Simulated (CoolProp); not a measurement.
A single-stage vapour-compression cycle with vinyl chloride: evaporating at 251.15 K (dew point), condensing at 288.15 K (bubble point), superheat 0 K, subcooling 2 K, compressor efficiency 0.6, no pressure losses. Each further row changes one setting.

Model: reference Helmholtz-energy equation of state, Thol 2022, in CoolProp.

| case | cooling COP | pressure ratio | discharge temperature (K) | refrigerating effect (kJ/kg) | volumetric capacity (kJ/m³) |
|---|---|---|---|---|---|
| as stated | 3.65 | 4.04 | 351.8 | 310 | 680 |
| evaporating temperature 256.15 K | 4.38 | 3.25 | 341.7 | 313 | 840 |
| condensing temperature 283.15 K | 4.29 | 3.43 | 339.9 | 317 | 697 |
| subcooling 7 K | 3.74 | 4.04 | 351.8 | 317 | 697 |
| superheat 10 K | 3.60 | 4.04 | 363.3 | 318 | 669 |
| compressor efficiency 0.5 | 3.04 | 4.04 | 368.8 | 310 | 680 |
